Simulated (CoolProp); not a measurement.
A Linde-Hampson liquefier for ethylene: isothermal reversible compression at 320 K from 1 atm to 5 MPa, throttling to 1 atm, return gas leaving the recuperator 10 K below the feed. Each further row changes one setting.

Values from CoolProp's reference Helmholtz-energy equation of state, Smukala 2000.

```
case                        liquid yield per pass  compression work (kJ/kg of gas)
--------------------------  ---------------------  -------------------------------
as stated                                     ___                              347
high pressure 10 MPa                          ___                              ___
warm-end temperature 350 K                    ___                              ___
warm-end gap 15 K                             ___                              347
```

**Question.** What belongs in the gaps?

**Answer.** 
- as stated, liquid yield per pass: 0.100
- high pressure 10 MPa, liquid yield per pass: 0.304
- high pressure 10 MPa, compression work (kJ/kg of gas): 386
- warm-end temperature 350 K, liquid yield per pass: 0.066
- warm-end temperature 350 K, compression work (kJ/kg of gas): 387
- warm-end gap 15 K, liquid yield per pass: 0.089
